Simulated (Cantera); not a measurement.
Input: 1 mol CaO, 39 mol HCl, held at 902 °C and 68.0 mbar.

These are equilibrium values from Cantera (NASA tables, ideal gas, pure condensed phases), not measurements of a reactor. Candidate condensed phases: Ca, CaCl2, CaO, Ca(OH)2, H2O; 21 gas species. Condensed phases not in the tables: oxide chlorides. The numbers say what is thermodynamically allowed, not how fast it happens.

**Question.** What is the equilibrium state?

**Answer.** 
| Quantity | Result |
|---|---|
| x(HCl) | 0.974 |
| x(H2O) | 0.0263 |
| x(Cl) | 5.84e-5 |
| x(CaCl2) | 5.70e-5 |
| x(H2) | 4.69e-5 |
| x(Cl2) | 1.77e-5 |
| n(CaCl2(l)) | 0.998 mol |
| gas amount | 38.00 mol |
| log10 activity of Ca(l) (absent) | -21.58 |
